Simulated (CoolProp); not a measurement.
Vapour pressure (MPa) of methane: the reference equation beside estimates from Tc = -82.6 °C, pc = 4.599 MPa, ω = 0.011.

The numbers come from the reference Helmholtz-energy equation of state, Setzmann 1991 in CoolProp.

| T (°C) | reference | Lee-Kesler | van der Waals | Redlich-Kwong | Peng-Robinson |
|---|---|---|---|---|---|
| -169.65 | 0.04886 | 0.04772 | 0.2193 | 0.03048 | 0.04932 |
| -165.35 | 0.07280 | 0.07143 | 0.2820 | 0.04934 | 0.07340 |
| -160.95 | 0.1058 | 0.1043 | 0.3580 | 0.07702 | 0.1066 |
| -156.55 | 0.1494 | 0.1478 | 0.4469 | 0.1153 | 0.1504 |
| -152.25 | 0.2039 | 0.2025 | 0.5473 | 0.1653 | 0.2052 |
| -147.85 | 0.2740 | 0.2730 | 0.6647 | 0.2316 | 0.2756 |
| -143.45 | 0.3607 | 0.3602 | 0.7976 | 0.3158 | 0.3628 |
| -139.15 | 0.4636 | 0.4637 | 0.9434 | 0.4178 | 0.4663 |
| -134.75 | 0.5897 | 0.5905 | 1.110 | 0.5447 | 0.5932 |
| -130.45 | 0.7354 | 0.7368 | 1.289 | 0.6931 | 0.7399 |
| -126.05 | 0.9098 | 0.9117 | 1.491 | 0.8724 | 0.9158 |
| -121.65 | 1.112 | 1.114 | 1.713 | 1.082 | 1.120 |
| -117.35 | 1.340 | 1.342 | 1.948 | 1.317 | 1.350 |

Absolute difference from the reference over all 13 rows, mean and median: Lee-Kesler 0.7 and 0.2 %, van der Waals 148.9 and 121.1 %, Redlich-Kwong 15.3 and 12.4 %, Peng-Robinson 0.7 and 0.7 %.
